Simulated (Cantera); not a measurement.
An isothermal, constant-pressure homogeneous reactor starts with 10.7 % H2, 89.3 % O2, equivalence ratio 0.060, at 1100 K and 0.0132 atm.

Model: the H2/O2 subset of GRI-Mech 3.0, which has no nitrogen chemistry, integrated in Cantera. Radical loss at walls, strong at low pressure, is not modelled. The temperature is held fixed by assumption; the heat of reaction is taken as removed at once.

x: mole fraction; the columns are a selection and need not sum to one.

| t (s) | x H2 | x O2 | x H2O2 | x O | x H | x OH | x H2O |
|---|---|---|---|---|---|---|---|
| 6.00e-6 | 0.107 | 0.893 | <1e-12 | 2.52e-12 | 6.44e-11 | 2.44e-12 | <1e-12 |
| 2.55e-5 | 0.107 | 0.893 | <1e-12 | 4.11e-11 | 2.52e-10 | 3.61e-11 | 9.01e-12 |
| 0.000109 | 0.107 | 0.893 | <1e-12 | 6.01e-10 | 1.06e-9 | 4.02e-10 | 4.56e-10 |
| 0.000463 | 0.107 | 0.893 | 4.07e-12 | 1.94e-8 | 1.99e-8 | 1.04e-8 | 3.43e-8 |
| 0.00197 | 0.104 | 0.891 | 7.99e-9 | 0.00114 | 0.00116 | 0.000597 | 0.00232 |
| 0.00839 | ? | 0.847 | ? | ? | ? | ? | ? |
| 0.0357 | 0.000501 | 0.879 | 2.18e-7 | 0.00639 | 0.00146 | 0.00172 | 0.111 |
| 0.152 | 2.88e-5 | 0.886 | 1.18e-7 | 0.000374 | 2.04e-5 | 0.000412 | 0.113 |
| 0.648 | ? | 0.887 | ? | ? | ? | ? | 0.113 |
| 2.76 | 2.30e-7 | 0.887 | 8.54e-9 | 3.29e-6 | 1.68e-8 | 3.88e-5 | 0.113 |
| 11.7 | 3.81e-8 | 0.887 | 2.11e-9 | 5.59e-7 | 1.18e-9 | 1.60e-5 | 0.113 |
| 50.0 | 7.64e-9 | 0.887 | 5.18e-10 | 1.13e-7 | 1.08e-10 | 7.21e-6 | 0.113 |

Complete the blanks.


- 0.00839, x H2: 0.00244
- 0.00839, x H2O2: 1.83e-7
- 0.00839, x O: 0.0331
- 0.00839, x H: 0.0177
- 0.00839, x OH: 0.00386
- 0.00839, x H2O: 0.0964
- 0.648, x H2: 1.96e-6
- 0.648, x H2O2: 3.37e-8
- 0.648, x O: 2.69e-5
- 0.648, x H: 3.93e-7
- 0.648, x OH: 0.000111
